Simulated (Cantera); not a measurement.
Input: 1 mol MgF2, 0.2 mol H2O, 470 mol N2, equilibrated at 1925 °C and 0.133 bar.

Cantera equilibrium calculation (NASA polynomials, part measured and part estimated; ideal gas, pure solids and liquids). Candidate condensed phases: H2O, Mg, MgF2, MgO, Mg(OH)2; 50 gas species. Equilibrium is a limit: real reactors are often held back by kinetics, nucleation or transport.

Base state: N2 0.997, MgF2 0.00159, HF 0.000792, Mg 0.000266, MgF 0.000261, NO 0.000234, O2 5.77e-5, O 5.56e-5 (mole fractions); condensed: gas only.

### Question
What changes in the equilibrium state with this change: temperature from 1925 °C to 1502 °C?

### Answer
```
species        before     after
-----------  --------  --------
N2              0.997     0.997
MgF2          0.00159   0.00170
HF           0.000792  0.000842
Mg           0.000266   7.25e-7
MgF          0.000261   7.30e-6
O             5.56e-5   1.26e-7
O2            5.77e-5   2.32e-7
NO           0.000234   4.51e-6
H             2.63e-5   5.96e-7
MgO(s), mol         0     0.196
```

### Question
What changes in the equilibrium state with this change: H2O from 0.2 to 0.31 mol?

### Answer
```json
[
 {"species": "N2", "before": "0.997", "after": "0.996"},
 {"species": "MgF2", "before": "0.00159", "after": "0.00139"},
 {"species": "HF", "before": "0.000792", "after": "0.00114"},
 {"species": "H2O", "before": "7.30e-6", "after": "3.63e-5"},
 {"species": "H2", "before": "2.97e-6", "after": "1.11e-5"},
 {"species": "OH", "before": "9.00e-6", "after": "2.32e-5"},
 {"species": "H", "before": "2.63e-5", "after": "5.07e-5"}
]
```
